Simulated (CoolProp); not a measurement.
The numbers come from the reference Helmholtz-energy equation of state, Lemmon 2003 in CoolProp. It is a pseudo-pure fit of the blend.

### Question
For R410A, give the phase and the density (kg/m³), cv (kJ/(kg K)), speed of sound (m/s), Joule-Thomson coefficient (K/MPa) at 85.15 °C and 9.19 MPa.

### Answer
- 85.15 °C and 9.19 MPa: supercritical; density 774, cv 0.997, speed of sound 249, Joule-Thomson coefficient 1.81
